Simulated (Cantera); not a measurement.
A closed system holds: 1 mol Al, 0.96 mol N₂O, 6.2 mol N₂, held at 723.15 K and 0.790 bar.

Method: chemical equilibrium by Gibbs-energy minimisation in Cantera with the NASA 1993 tables (ideal gas, pure condensed phases). Candidate condensed phases: Al, AlN, Al₂O₃; 16 gas species. Kinetics and transport are ignored.

Base state: N₂ 1.00 (mole fractions); condensed: AlN(s) + Al₂O₃(s).

### Question
What changes in the equilibrium state with this change: Al replaced by AlCl₃?

### Answer
| species | before | after |
|---|---|---|
| N₂ | 1.00 | 0.853 |
| Cl₂ | 0 | 0.114 |
| AlCl₃ | 0 | 0.0234 |
| Al₂Cl₆ | 0 | 0.00971 |
| AlN(s), mol | 0.360 | 0 |
| Al₂O₃(s), mol | 0.320 | 0.320 |
Condensed phases not in the tables: AlOCl. Further candidate phases: AlCl₃.
